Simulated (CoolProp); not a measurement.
Properties of p-xylene along the isobar 4.17 MPa.

The numbers come from the reference Helmholtz-energy equation of state, Zhou 2012 in CoolProp.

```tsv
T (°C)	phase	density (kg/m³)	cp (kJ/(kg K))	cv (kJ/(kg K))	expansivity (1/kK)	Prandtl number
251.15	liquid	…	2.549	2.034	2.087	3.28
257.55	liquid	627.4	2.581	…	2.188	3.21
263.95	liquid	618.5	2.614	…	2.302	3.15
270.35	liquid	609.2	2.649	2.093	2.432	3.09
276.65	liquid	599.7	2.686	2.112	2.579	3.04
283.05	liquid	589.5	2.726	2.131	2.754	2.99
289.45	liquid	578.9	2.771	2.151	2.960	2.94
295.85	liquid	567.6	…	2.170	3.208	2.91
302.15	liquid	555.7	2.876	2.190	3.508	2.87
308.55	liquid	542.7	2.942	2.210	3.891	2.85
314.95	liquid	528.6	3.021	2.231	4.390	2.83
321.35	liquid	512.9	3.120	2.253	5.066	2.83
327.75	liquid	495.1	3.252	2.276	6.036	2.84
334.05	liquid	474.6	3.439	2.301	7.513	2.86
340.45	liquid	448.9	3.742	2.330	10.13	2.92
346.85	supercritical	414.4	4.338	2.368	15.72	3.05
```

Problem. Some entries are withheld; supply them.

Solution. 
- 251.15, density (kg/m³): 636.1
- 257.55, cv (kJ/(kg K)): 2.054
- 263.95, cv (kJ/(kg K)): 2.073
- 295.85, cp (kJ/(kg K)): 2.820

Viscosity comes from a separate model (Balogun 2015). Thermal conductivity comes from a separate model (Mylona 2014).
